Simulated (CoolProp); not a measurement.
The fluid at 298.15 K and 3.54 MPa flows at 0.44 m/s in a round tube of 1 mm bore and 15 µm roughness, fully developed (64/Re and Nu = 3.66 if laminar; Colebrook and Gnielinski if turbulent). The same conditions are run with several fluids, on thermodynamics alone (safety and materials aside).

Model: reference Helmholtz-energy equation of state of each fluid (methane: Setzmann 1991; dry air: Lemmon 2000; oxygen: Schmidt 1985), in CoolProp. Blends and air are pseudo-pure fits.

| fluid | Reynolds number | Darcy friction factor | pressure drop (Pa/m) | heat-transfer coefficient (W/(m² K)) | mass flow (kg/h) |
|---|---|---|---|---|---|
| methane | 910 | 0.0703 | … | … | 0.0303 |
| dry air | … | 0.0664 | … | … | 0.0519 |
| oxygen | … | 0.0664 | … | 102 | … |

Question: What belongs in the gaps?

Answer: 
- methane, pressure drop (Pa/m): 166
- methane, heat-transfer coefficient (W/(m² K)): 134
- dry air, Reynolds number: 964
- dry air, pressure drop (Pa/m): 268
- dry air, heat-transfer coefficient (W/(m² K)): 101
- oxygen, Reynolds number: 963
- oxygen, pressure drop (Pa/m): 300
- oxygen, mass flow (kg/h): 0.0581

Transport values come from each fluid's own correlations.
